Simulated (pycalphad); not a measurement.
## Phase fractions of Al-2.693Fe-0.6772Si (wt.%)

CALPHAD calculation (pycalphad, COST 507 light-alloy database (1999)), 1 atm. The database dates from 1999; later assessments differ in places, in temperatures and in the compounds included. Phase fractions are per mole of atoms.

```tsv
T (K)	liquid	AL13FE4	fcc	ALFESI_ALPHA
1000	1.000	-	-	-
950	0.993	0.007	-	-
900	-	0.019	0.936	0.045
850	-	0.006	0.932	0.062
800	-	-	0.931	0.069
750	-	-	0.931	0.069
700	-	-	0.931	0.069
650	-	-	0.931	0.069
600	-	-	0.931	0.069
550	-	-	0.931	0.069
500	-	-	0.931	0.069
```

Database names, with the compositions (at.%) that they take in these runs: AL13FE4: Al 76 Fe 24; ALFESI_ALPHA: Al 72-74 Fe 19 Si 7-9.
